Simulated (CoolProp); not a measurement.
A Linde-Hampson liquefier for ethane: isothermal reversible compression at 320 K from 1 atm to 20 MPa, throttling to 1 atm, return gas leaving the recuperator 2 K below the feed. Each further row changes one setting.

Values from CoolProp's reference Helmholtz-energy equation of state, Bücker 2006.

```
case                        liquid yield per pass  compression work (kJ/kg of gas)
--------------------------  ---------------------  -------------------------------
as stated                                   0.462                              366
high pressure 40 MPa                        0.458                       (withheld)
warm-end temperature 350 K             (withheld)                       (withheld)
warm-end gap 7 K                       (withheld)                              366
```

**Question.** Some entries are withheld; supply them.

**Answer.** 
- high pressure 40 MPa, compression work (kJ/kg of gas): 414
- warm-end temperature 350 K, liquid yield per pass: 0.377
- warm-end temperature 350 K, compression work (kJ/kg of gas): 429
- warm-end gap 7 K, liquid yield per pass: 0.455
